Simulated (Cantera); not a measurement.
Input (Python, Cantera):

```python
import numpy as np
import cantera as ct

gas = ct.Solution("h2o2.yaml")


def delay(T, t_max=10):
    gas.TPX = T, 1200000, {'H2': 1, 'O2': 0.725, 'N2': 2.72}
    reactor = ct.IdealGasConstPressureReactor(gas, clone=False)
    net = ct.ReactorNet([reactor])
    net.rtol, net.atol = 1e-8, 1e-16
    while net.time < t_max:
        t_old, T_old = net.time, reactor.T
        net.step()
        if reactor.T > T + 400:  # ignition: a rise of 400 K
            return t_old + (T + 400 - T_old) / (reactor.T - T_old) * (net.time - t_old)
    return np.nan


taus = []
for T in [1323, 1373, 1423, 1473, 1523, 1573]:
    taus.append(delay(T))
    print(f"T0 = {T:6g} K   tau = {taus[-1]:.4e} s")
```

It prints:

```
T0 =   1323 K   tau = 4.0051e-06 s
T0 =   1373 K   tau = 2.5617e-06 s
T0 =   1423 K   tau = 1.8680e-06 s
T0 =   1473 K   tau = 1.4594e-06 s
T0 =   1523 K   tau = 1.1909e-06 s
T0 =   1573 K   tau = 1.0021e-06 s
```

Model: the H2/O2 subset of GRI-Mech 3.0, which has no nitrogen chemistry, integrated in Cantera. The hydrogen kinetics of GRI-Mech 3.0 are dated; newer H2 mechanisms differ, most at raised pressure. The pressure lies above the range GRI-Mech 3.0 was tuned for (to about 10 atm). Where the delays flatten at high temperature, the 400 K rule measures the pace of heat release, not the induction time.
